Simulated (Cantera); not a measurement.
Input: 1 mol MgCO3, 0.85 mol O2, 0.1 mol H2O, at 1675 °C and 0.100 bar.

These are equilibrium values from Cantera (NASA tables, ideal gas, pure condensed phases), not measurements of a reactor. Candidate condensed phases: C, C6H6, C7H8, C8H18, H2O, Mg, MgCO3, MgO, Mg(OH)2; 116 gas species. Equilibrium is a limit: real reactors are often held back by kinetics, nucleation or transport.

Base state: CO2 0.510, O2 0.435, H2O 0.0499, OH 0.00238, CO 0.00207, O 0.000926, H2 4.61e-5, H 2.43e-5 (mole fractions); condensed: MgO(s).

### Question
What changes in the equilibrium state with this change: O2 from 0.85 to 0.3 mol?

### Answer
| species | before | after |
|---|---|---|
| CO2 | 0.510 | 0.708 |
| O2 | 0.435 | 0.215 |
| H2O | 0.0499 | 0.0699 |
| H2 | 4.61e-5 | 9.19e-5 |
| CO | 0.00207 | 0.00409 |
| O | 0.000926 | 0.000651 |
| MgO(s), mol | 1.000 | 1.000 |
